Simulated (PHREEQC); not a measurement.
**Metal-bearing waste water (model solution)**

A solution holds 1.8 mmol/kgw CdCl2, 0.14 mmol/kgw NiCl2 and 2.8 mmol/kgw Na2SO4, at 25 °C. Closed to the air; pH follows from the charge balance.

Model: ion-association model, wateq4f.dat, run in PHREEQC.

This is a speciation only: nothing precipitates in the calculation.

**Question.** Estimate the pH, ionic strength.

**Answer.** pH 6.41; ionic strength 0.0121 mol/kgw.

**Question.** In which forms is Cd present?

**Answer.** Cd+2 66 %, CdSO4 19 %, CdCl+ 15 % of the Cd.
